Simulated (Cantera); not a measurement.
## Al + Cl2 (aluminium and copper etching)

Input: 1 mol Al, 2 mol Cl2, equilibrated at 29.0 mbar.

Cantera equilibrium calculation (NASA polynomials, part measured and part estimated; ideal gas, pure solids and liquids). Candidate condensed phases: Al, AlCl3; 8 gas species. The numbers say what is thermodynamically allowed, not how fast it happens.

From 550 K to 1450 K nothing is condensed. The main Al-bearing gas is Al2Cl6 at 550 K and AlCl3 at 1450 K.

| T (K) | x AlCl3 | x Cl2 | x Al2Cl6 | x Cl | x AlCl2 |
|---|---|---|---|---|---|
| 550 | 0.0357 | 0.491 | 0.473 | 8.62e-9 | <1e-12 |
| 650 | 0.230 | 0.442 | 0.327 | 5.08e-7 | <1e-12 |
| 750 | 0.542 | 0.365 | 0.0936 | 9.62e-6 | <1e-12 |
| 850 | 0.648 | 0.338 | 0.0143 | 9.53e-5 | <1e-12 |
| 950 | 0.663 | 0.334 | 0.00263 | 0.000600 | 3.20e-12 |
| 1050 | 0.665 | 0.332 | 0.000661 | 0.00268 | 1.21e-10 |
| 1150 | 0.663 | 0.327 | 0.000213 | 0.00921 | 2.42e-9 |
| 1250 | 0.658 | 0.316 | 8.21e-5 | 0.0258 | 2.99e-8 |
| 1350 | 0.646 | 0.293 | 3.62e-5 | 0.0606 | 2.57e-7 |
| 1450 | 0.626 | 0.252 | 1.74e-5 | 0.122 | 1.68e-6 |
x: gas mole fraction; nothing condenses.
